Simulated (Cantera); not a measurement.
Charge: 1 mol AlCl3, 330 mol NH3, 620 mol H2, 0.77 mol HCl, at 1330 Pa.

Method: chemical equilibrium by Gibbs-energy minimisation in Cantera with the NASA 1993 tables (ideal gas, pure condensed phases). Candidate condensed phases: Al, AlCl3, AlN, NH4Cl; 20 gas species. Rates play no part.

log p: log10 of the partial pressure in bar; n: condensed amount in mol.

```csv
T (K),log p H2,log p N2,log p HCl,log p H,log p AlCl,n AlN(s)
873,-1.94,-2.77,-4.41,-11.30,<-13,0.999
948,-1.94,-2.77,-4.41,-10.25,(withheld),0.999
1023,-1.94,-2.77,-4.41,-9.35,(withheld),0.999
1098,-1.94,-2.77,-4.41,-8.57,(withheld),0.999
1173,-1.94,-2.77,-4.41,-7.90,(withheld),0.998
1248,-1.94,-2.77,-4.41,-7.30,(withheld),0.996
1323,-1.94,-2.77,-4.41,-6.77,(withheld),0.984
1398,-1.94,-2.77,-4.42,-6.29,(withheld),0.923
1473,-1.94,-2.77,-4.45,-5.87,(withheld),0.682
1548,-1.94,-2.77,-4.54,-5.48,-4.99,0.00450
1623,-1.94,-2.77,-4.54,-5.13,-4.99,0
1698,-1.94,-2.77,-4.54,-4.81,-4.99,0
1773,-1.94,-2.77,-4.54,-4.51,-4.99,0
```

Some entries are withheld; supply them.


- 948, log p AlCl: -12.37
- 1023, log p AlCl: -10.94
- 1098, log p AlCl: -9.71
- 1173, log p AlCl: -8.63
- 1248, log p AlCl: -7.69
- 1323, log p AlCl: -6.86
- 1398, log p AlCl: -6.13
- 1473, log p AlCl: -5.49
